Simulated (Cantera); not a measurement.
Input: 1 mol B₂O₃, a varied amount of H₂, equilibrated at 0.00130 bar.

Method: chemical equilibrium by Gibbs-energy minimisation in Cantera with the NASA 1993 tables (ideal gas, pure condensed phases). Candidate condensed phases: B, B₂O₃, B₃O₃H₃, H₂O; 23 gas species. Kinetics and transport are ignored.

Stable condensed phases, one row left out:

```
T in K \ n(H₂) in mol
         1.2 2.4 4.7 9.3  18  36  72 140
   2325    A   A   A   A   A   A   A   A
   2225    A   A   A   A   A   A   A   A
   2125    A   A   A   A   A   A   A   A
   2025    A   A   A   A   A   A   A   A
   1925    A   A   A   A   A   A   A   A
   1825    A   A   A   A   A   A   A   A
   1725    A   A   A   A   A   A   A   A
   1625    B   B   A   A   A   A   A   A
   1525    B   B   B   B   B   A   A   A
   1325    B   B   B   B   B   B   B   B
   1225    B   B   B   B   B   B   B   B
   1125    B   B   B   B   B   B   B   B
   1025    B   B   B   B   B   B   B   B
```

A: gas only; B: B₂O₃.

Problem. Give the row for 1425 K.

Solution. 1.2: B₂O₃; 2.4: B₂O₃; 4.7: B₂O₃; 9.3: B₂O₃; 18: B₂O₃; 36: B₂O₃; 72: B₂O₃; 140: gas only.
